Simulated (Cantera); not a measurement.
An isothermal, constant-pressure homogeneous reactor starts with N₂O : O₂ = 0.75 : 0.83 (molar parts), at 1125 K and 0.230 bar.

Computed with Cantera and GRI-Mech 3.0 (53 species, 325 reactions). GRI-Mech 3.0 was tuned for natural gas; its chemistry of N2O as a main component is partial and can be far from experiment. The mechanism lacks the step 2 NO + O2 → 2 NO2, which can matter for NO2 below about 1400 K. The temperature is held fixed by assumption; the heat of reaction is taken as removed at once.

One state of this run: x N₂O = 0.437; x O₂ = 0.531; x O = 5.12e-7; x NO = 0.00232; x NO₂ = 6.93e-6. x: mole fraction; the columns are a selection and need not sum to one.

Q: Which value of t (s) does it belong to?
A) 2.20
B) 0.0136
C) 0.00107
D) 0.00382

A: A, 2.20
